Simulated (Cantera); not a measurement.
Gas mixture: C2H4 : H2 : NH3 = 0.94 : 0.74 : 0.77 (molar parts), at 20.0 Torr, frozen composition.

Cantera's kinetic-theory transport with the Lennard-Jones parameters of GRI-Mech 3.0, ideal gas; thermal conductivity in the multicomponent form. Polar gases are described roughly by these parameters. The composition is frozen, though it would react at the higher temperatures.

One state of this run: ρ (kg/m³) = 0.00249; cp (J/kg/K) = 4780; μ (µPa s) = 53.0; λ (mW/m/K) = 404; Pr = 0.628; D (cm²/s) H2 = 745; D (cm²/s) H2O = 351; D (cm²/s) CH4 = 295. D: mixture-averaged diffusion coefficient of that species in the mixture.

Q: Which value of T (K) does it belong to?
A. 1900
B. 1650
C. 1400
D. 2150

A: D, 2150
